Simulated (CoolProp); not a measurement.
A single-stage vapour-compression cycle with the fluid: evaporating at 241.15 K (dew point), condensing at 264.15 K (bubble point), superheat 2 K, subcooling 0 K, compressor efficiency 0.7, no pressure losses. The same conditions are run with several fluids, on thermodynamics alone (safety and materials aside).

The numbers come from the reference Helmholtz-energy equation of state of each fluid (R507A: Lemmon 2003; trans-2-butene: Lemmon 2005; isobutane: Bücker 2006; ammonia: Gao 2020; chlorine: Thol 2021; R134a: Tillner-Roth 1994) in CoolProp. Blends and air are pseudo-pure fits.

**Question.** Rank R507A, trans-2-butene, isobutane, ammonia, chlorine, R134a by cooling COP, highest first.

**Answer.** trans-2-butene (6.84), isobutane (6.78), R134a (6.72), chlorine (6.64), ammonia (6.60), R507A (6.56)

```tsv
fluid	pressure ratio	discharge temperature (K)	refrigerating effect (kJ/kg)	volumetric capacity (kJ/m³)
R507A	2.37	278.1	159	1640
trans-2-butene	2.89	283.7	387	258
isobutane	2.65	277.9	335	418
ammonia	2.80	334.3	1270	1190
chlorine	2.46	328.4	265	1050
R134a	2.72	282.8	193	771
```
